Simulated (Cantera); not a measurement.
Low-pressure radical oxidation in H2/O2

A perfectly stirred reactor is fed with 9.09 % H2, 19.3 % O2, 71.6 % N2, equivalence ratio 0.23, at 0.00839 atm; it is held at 1473 K, and followed from long to short residence time.

Model: GRI-Mech 3.0 (53 species, 325 reactions), integrated in Cantera. Radical loss at walls, strong at low pressure, is not modelled. The temperature is held fixed by assumption; the heat of reaction is taken as removed at once.

| τ (s) | x H2 | x O2 | x NO | x OH | x H2O |
|---|---|---|---|---|---|
| 1.6 | 0.00224 | 0.151 | 6.32e-6 | 0.00459 | 0.0876 |
| 0.57 | 0.00369 | 0.148 | 7.74e-6 | 0.00584 | 0.0820 |
| 0.20 | 0.00524 | 0.145 | 7.07e-6 | 0.00687 | 0.0749 |
| 0.069 | 0.00639 | 0.143 | 4.24e-6 | 0.00748 | 0.0689 |
| 0.024 | 0.00728 | 0.143 | 1.86e-6 | 0.00779 | 0.0654 |
| 0.0083 | 0.00871 | 0.143 | 6.77e-7 | 0.00805 | 0.0628 |
| 0.0029 | 0.0122 | 0.146 | 2.18e-7 | 0.00842 | 0.0590 |
| 0.00099 | 0.0215 | 0.153 | 5.45e-8 | 0.00871 | 0.0507 |
| 0.00034 | 0.0455 | 0.168 | 7.03e-9 | 0.00705 | 0.0319 |
x: mole fraction; the columns are a selection and need not sum to one.
